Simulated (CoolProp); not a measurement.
Saturation properties of carbon dioxide.

Computed with CoolProp (reference Helmholtz-energy equation of state, Span 1996).

| T (°C) | p (kPa) | liquid density (kg/m³) | liquid cp (kJ/(kg K)) |
|---|---|---|---|
| -37.35 | 1106 | 1106 | 2.026 |
| -31.85 | 1341 | … | 2.060 |
| -26.35 | 1611 | 1060 | 2.102 |
| -20.85 | 1919 | 1036 | 2.156 |
| -15.35 | … | 1010 | 2.223 |
| -9.85 | … | 982.2 | 2.310 |
| -4.35 | 3101 | … | 2.424 |
| 1.15 | 3592 | 920.5 | 2.579 |

Question: Some entries are withheld; supply them.

Answer: 
- -31.85, liquid density (kg/m³): 1083
- -15.35, p (kPa): 2267
- -9.85, p (kPa): 2660
- -4.35, liquid density (kg/m³): 952.6
